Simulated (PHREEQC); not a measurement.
A solution holds 0.0028 mol CaCl2 per kg of water, at 50 °C. It is in equilibrium with CO2 at log p = -3.5 (atm). Otherwise closed; pH follows from the charge balance.

Equilibrium calculation in PHREEQC: ion-association model, phreeqc.dat.

Precipitation was switched off in this run.

Problem. Estimate the pH.

Solution. pH 5.74.

Problem. In which forms is C present?

Solution. CO2 76 %, HCO3- 24 %, CaHCO3+ 0.7 % of the C.

Complexes and solids missing from the database can't appear. Constants without temperature data keep their 25 °C values here.
